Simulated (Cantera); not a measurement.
Source: NASA polynomial tables (part measured, part estimated), evaluated in Cantera. Values are per mole of reaction as written; species without (g) are pure solids or liquids, kept so even where they would boil at 1 bar.

**Question.** Between 300 and 2298 K, where is each reaction favourable under standard conditions?
- N2O(g) + Cu2O → 2 NO(g) + 2 Cu

**Answer.** 
- N2O(g) + Cu2O → 2 NO(g) + 2 Cu: ΔG° is 219 kJ at 300 K and -100 kJ at 2298 K; it changes sign between 300 and 1898 K. ΔH° is 205 kJ and ΔS° 133 J/K at 2298 K.
